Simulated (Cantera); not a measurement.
Input: 1 mol AlN, 0.021 mol C, 0.23 mol N2, equilibrated at 1575 K and 0.133 bar.

Method: chemical equilibrium by Gibbs-energy minimisation in Cantera with the NASA 1993 tables (ideal gas, pure condensed phases). Candidate condensed phases: Al, AlN, C; 16 gas species. Rates play no part.

Base state: N2 1.00 (mole fractions); condensed: AlN(s) + C(graphite).

Task: What changes in the equilibrium state with this change: 0.0034 mol H2O added?

Result: 
| species | before | after |
|---|---|---|
| N2 | 1.00 | 0.971 |
| CO | 0 | 0.0144 |
| H2 | 0 | 0.0142 |
| HCN | 0 | 0.000206 |
| H | 0 | 1.36e-5 |
| AlN(s), mol | 1.00 | 1.00 |
| C(graphite), mol | 0.0210 | 0.0176 |
Further candidate phases: Al2O3, C6H6, C7H8, C8H18, H2O.
